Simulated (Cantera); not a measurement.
Equilibrium for hydrogen reduction and annealing atmospheres: Cr2O3 + H2

A closed system holds: 1 mol Cr2O3, 2200 mol H2, held at 0.0750 Torr.

Cantera equilibrium calculation (NASA polynomials, part measured and part estimated; ideal gas, pure solids and liquids). Candidate condensed phases: Cr, Cr2O3, H2O; 13 gas species. Mutual solubility and eutectic melting of coexisting phases are not modelled. Rates play no part.

From 1098 K to 1298 K the condensed part is Cr(s) + Cr2O3(s). At 1398 K the condensed part is Cr2O3(s). From 1498 K to 2198 K nothing is condensed. The main Cr-bearing gas is Cr throughout.

```csv
T (K),log p H2,log p H,log p H2O,log p Cr,log p OH,log p O,n Cr(s),n Cr2O3(s)
1098,-4.00,-9.61,-8.50,-11.21,<-16,<-16,0.0467,0.977
1198,-4.00,-8.72,-8.00,-9.65,-14.82,<-16,0.143,0.926
1298,-4.00,-7.97,-7.58,-8.35,-13.44,<-16,0.288,0.807
1398,-4.00,-7.33,-7.15,-7.33,-12.18,-15.55,0,0.486
1498,-4.00,-6.77,-6.87,-7.04,-11.18,-14.00,0,0
1598,-4.00,-6.28,-6.87,-7.04,-10.55,-12.90,0,0
1698,-4.01,-5.84,-6.87,-7.05,-9.99,-11.93,0,0
1798,-4.02,-5.46,-6.87,-7.05,-9.50,-11.06,0,0
1898,-4.03,-5.12,-6.89,-7.06,-9.06,-10.28,0,0
1998,-4.07,-4.83,-6.91,-7.08,-8.67,-9.56,0,0
2098,-4.13,-4.58,-6.95,-7.10,-8.32,-8.91,0,0
2198,-4.24,-4.37,-7.03,-7.15,-8.02,-8.31,0,0
```
log p: log10 of the partial pressure in bar; n: condensed amount in mol.
